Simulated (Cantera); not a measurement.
A closed system holds: 1 mol TiCl4, 17 mol O2, 1.2 mol H2, at 1600 °C and 7.60 mbar.

Method: chemical equilibrium by Gibbs-energy minimisation in Cantera with the NASA 1993 tables (ideal gas, pure condensed phases). The numbers say what is thermodynamically allowed, not how fast it happens.

```
species              before    after
-----------------  --------  -------
O2                    0.783    0.831
HCl                  0.0873   0.0763
Cl2                0.000474   0.0673
Cl                    0.110  7.69e-6
H2O                  0.0148   0.0251
O                   0.00240    <1e-9
OH                  0.00191    <1e-9
H                   3.30e-5    <1e-9
H2                  1.99e-5    <1e-9
ClO                0.000141  9.33e-8
TiO2(rutile), mol     1.000     1.00
```
Gas species are given as mole fractions.

Q: Which change was made?
A. O2 from 17 to 0.91 mol
B. temperature from 1600 °C to 475 °C
C. pressure from 7.60 mbar to 1.00 bar
D. H2 from 1.2 to 11 mol

A: B, temperature from 1600 °C to 475 °C. Condensed phases not in the tables: TiOCl
